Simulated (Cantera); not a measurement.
A perfectly stirred reactor is fed with CO : O2 : H2O : N2 = 0.0039 : 0.027 : 0.011 : 1 (molar parts), equivalence ratio 0.072, at 750 Torr; it is held at 1325 K, and followed from long to short residence time.

Detailed kinetics in Cantera: GRI-Mech 3.0 (53 species, 325 reactions).

| quantity | before | after |
|---|---|---|
| x(CO) at τ = 0.890 s | 5.01e-5 | 9.84e-5 |
| x(O2) at τ = 0.890 s | 0.0241 | 0.0241 |
| x(H2O) at τ = 0.890 s | 0.0106 | 0.0106 |
| x(H2) at τ = 0.890 s | 1.41e-6 | 1.12e-6 |
| x(N2O) at τ = 0.890 s | 7.33e-7 | 6.89e-7 |
| x(CO) at τ = 24.0 ms | 0.000537 | 0.000994 |
| x(O2) at τ = 24.0 ms | 0.0243 | 0.0245 |
| x(H2O) at τ = 24.0 ms | 0.0105 | 0.0105 |
| x(H2) at τ = 24.0 ms | 1.43e-5 | 1.22e-5 |
| x(N2O) at τ = 24.0 ms | 5.52e-7 | 2.92e-7 |

Task: Which change was made?
A. pressure from 750 Torr to 7500 Torr
B. pressure from 750 Torr to 3080 Torr
C. pressure from 750 Torr to 3750 Torr
D. temperature 1325 to 1200 K

Result: D, temperature 1325 to 1200 K
